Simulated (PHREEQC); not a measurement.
Consider water at 25 °C with 0.0032 mol/kgw NaOH and 0.0017 mol/kgw Na2CO3. Closed to the air; pH follows from the charge balance.

Model: ion-association model, phreeqc.dat, run in PHREEQC.

Q: The ionic strength comes out as 0.00797 mol/kgw. What activity coefficients do OH-, Na+, HCO3-, NaCO3-, CO3-2 get?

A: OH- 0.91, Na+ 0.91, HCO3- 0.91, NaCO3- 0.91, CO3-2 0.70.

This is a speciation only: nothing precipitates in the calculation.
